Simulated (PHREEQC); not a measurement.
Solution (20 °C): 2 mmol/kgw KH2PO4 and 0.046 mmol/kgw K2HPO4. Closed to the air; pH follows from the charge balance.

The numbers come from PHREEQC with the ion-association model, phreeqc.dat.

| quantity | before | after |
|---|---|---|
| pH | 5.55 | 5.71 |
| ionic strength (mol/kgw) | 0.00214 | 0.00221 |

### Question
Name the change that produced these shifts.
A) 0.00011 mol/kgw H2S added
B) KH2PO4 from 0.002 to 0.0002 mol/kgw
C) KH2PO4 replaced by Na3PO4 at the same molality
D) temperature from 20 to 75 °C
E) K2HPO4 from 4.6e-05 to 6.9e-05 mol/kgw

### Answer
E, K2HPO4 from 4.6e-05 to 6.9e-05 mol/kgw

This is a speciation only: nothing precipitates in the calculation.
